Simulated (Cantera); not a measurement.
Stirred combustor or abatement burner

A perfectly stirred reactor is fed with CH4 : O2 : N2 = 1 : 3.92 : 14.7 (molar parts), equivalence ratio 0.51, at 0.286 atm; it is adiabatic with a 375 K inlet, and is followed from long to short residence time, starting on the burning branch (τ in s: 0.025, 0.011, 0.0045, 0.0019, 0.00082, 0.00035, 0.00015, 6.3e-05, 2.7e-05).

Model: GRI-Mech 3.0 (53 species, 325 reactions), integrated in Cantera.

```tsv
τ (s)	T (K)	x CH4	x O2	x H	x H2O	x HCN
0.025	1527	7.13e-5	0.0981	0.000301	0.0999	2.78e-9
0.011	1506	0.000125	0.0986	0.000596	0.0990	5.02e-9
0.0045	1469	0.000251	0.0999	0.00113	0.0976	9.54e-9
0.0019	1410	0.000594	0.103	0.00174	0.0954	1.75e-8
0.00082	375	0.0510	0.200	<1e-12	<1e-12	<1e-12
0.00035	375	0.0510	0.200	<1e-12	<1e-12	<1e-12
0.00015	375	0.0510	0.200	<1e-12	<1e-12	<1e-12
6.3e-5	375	0.0510	0.200	<1e-12	<1e-12	<1e-12
2.7e-5	375	0.0510	0.200	<1e-12	<1e-12	<1e-12
```
x: mole fraction; the columns are a selection and need not sum to one.
